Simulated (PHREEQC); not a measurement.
A made-up water analysis in mmol/kgw, 25 °C, pH 7.37: Na 555; K 7.23; Ca 29.2; Mg 31.7; Cl 546; S(6) 72.7; Alkalinity (meq/kgw) 0.0538; Br 2.74; B 0.998.

Valence states are taken as typed.

Computed with PHREEQC (Pitzer model, pitzer.dat).

Precipitation was switched off in this run.

Predict the activity of water.

activity of water 0.980.

In which forms is C present?

HCO3- 94 %, CO2 4.8 %, CO3-2 0.7 % of the C.

The solution is supersaturated, for example in Gypsum, so a real one may precipitate; this is no full list. Species that the database lacks are ignored.
